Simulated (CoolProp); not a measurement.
Vapour-liquid equilibrium of carbon dioxide (1) + CHF3 (R23) (2) at 25.1 bar; x and y are mole fractions of (1).

Computed with CoolProp (multi-fluid Helmholtz-energy mixture model, Span 1996 and Penoncello 2003; pair parameters Bell 2016).

```tsv
x	bubble temperature (K)	y at the bubble point	dew temperature at overall composition x (K)	liquid density (mol/L)
0.05	272.5	0.064	272.7	15.07
0.2	…	0.245	…	16.02
0.35	267.5	…	268.3	17.04
0.5	265.5	0.559	…	…
0.65	…	…	…	19.31
0.8	262.5	0.825	262.7	20.60
0.95	261.5	0.955	261.5	22.04
```

Fill in the missing entries.


- 0.2, bubble temperature (K): 269.8
- 0.2, dew temperature at overall composition x (K): 270.5
- 0.35, y at the bubble point: 0.410
- 0.5, dew temperature at overall composition x (K): 266.2
- 0.5, liquid density (mol/L): 18.13
- 0.65, bubble temperature (K): 263.8
- 0.65, y at the bubble point: 0.695
- 0.65, dew temperature at overall composition x (K): 264.3

No azeotrope shows between x = 0.05 and 0.95.

The pair parameters rest on a limited set of measurements; away from them the model extrapolates.
